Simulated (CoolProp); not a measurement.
C3F8 (R218) at 293.15 K and 1.3 MPa is throttled through a valve to 0.141 MPa with no heat exchange. Each further row changes one setting.

Computed with CoolProp (reference Helmholtz-energy equation of state, Lemmon 2006). It is a short technical equation, of lower accuracy than the large ones.

```csv
case,temperature change (K),final phase,final density (kg/m³)
as stated,___,"two-phase, vapour fraction 0.510",___
outlet pressure 0.0423 MPa,___,___,___
outlet pressure 0.183 MPa,-42.8,"two-phase, vapour fraction 0.459",38.6
```

Problem. Some entries are withheld; supply them.

Solution. 
- as stated, temperature change (K): -49.2
- as stated, final density (kg/m³): 27.2
- outlet pressure 0.0423 MPa, temperature change (K): -74.4
- outlet pressure 0.0423 MPa, final phase: two-phase, vapour fraction 0.687
- outlet pressure 0.0423 MPa, final density (kg/m³): 6.55
